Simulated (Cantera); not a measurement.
Feed: 1 mol Al₂O₃, 0.76 mol H₂O, equilibrated at 1275 °C.

Method: chemical equilibrium by Gibbs-energy minimisation in Cantera with the NASA 1993 tables (ideal gas, pure condensed phases). Candidate condensed phases: Al, Al₂O₃, H₂O; 19 gas species. Gases not in the tables: Al(OH)₃. Equilibrium is a limit: real reactors are often held back by kinetics, nucleation or transport.

x: gas mole fraction; n: condensed amount in mol.

| P (Pa) | x H₂O | x H₂ | x O₂ | x OH | x H | x O | x H₂O₂ | n Al₂O₃(s) |
|---|---|---|---|---|---|---|---|---|
| 10 | 0.989 | 0.00644 | 0.00294 | 0.00127 | 0.000247 | 4.15e-5 | 1.52e-10 | 1.00 |
| 36 | 0.993 | ___ | ___ | ___ | ___ | ___ | ___ | 1.00 |
| 130 | 0.995 | 0.00276 | 0.00125 | 0.000542 | 4.49e-5 | 7.50e-6 | 3.59e-10 | 1.00 |
| 460 | 0.997 | ___ | ___ | ___ | ___ | ___ | ___ | 1.00 |
| 1700 | 0.998 | 0.00117 | 0.000531 | 0.000230 | 8.10e-6 | 1.35e-6 | 8.49e-10 | 1.00 |
| 6000 | 0.999 | 0.000771 | 0.000348 | 0.000151 | 3.50e-6 | 5.83e-7 | 1.29e-9 | 1.00 |
| 22000 | 0.999 | 0.000500 | 0.000226 | 9.82e-5 | 1.47e-6 | 2.45e-7 | 2.00e-9 | 1.00 |
| 77000 | 0.999 | 0.000330 | 0.000149 | 6.47e-5 | 6.38e-7 | 1.06e-7 | 3.03e-9 | 1.00 |
| 280000 | 1.000 | 0.000214 | 9.68e-5 | 4.21e-5 | 2.70e-7 | 4.49e-8 | 4.66e-9 | 1.00 |
| 1000000 | 1.000 | 0.000140 | 6.33e-5 | 2.75e-5 | 1.16e-7 | 1.92e-8 | 7.12e-9 | 1.00 |

Q: Some entries are withheld; supply them.

A: 
- 460, x H₂: 0.00181
- 460, x O₂: 0.000820
- 460, x OH: 0.000356
- 460, x H: 1.94e-5
- 460, x O: 3.23e-6
- 460, x H₂O₂: 5.49e-10
- 36, x H₂: 0.00422
- 36, x O₂: 0.00192
- 36, x OH: 0.000831
- 36, x H: 0.000106
- 36, x O: 1.76e-5
- 36, x H₂O₂: 2.34e-10
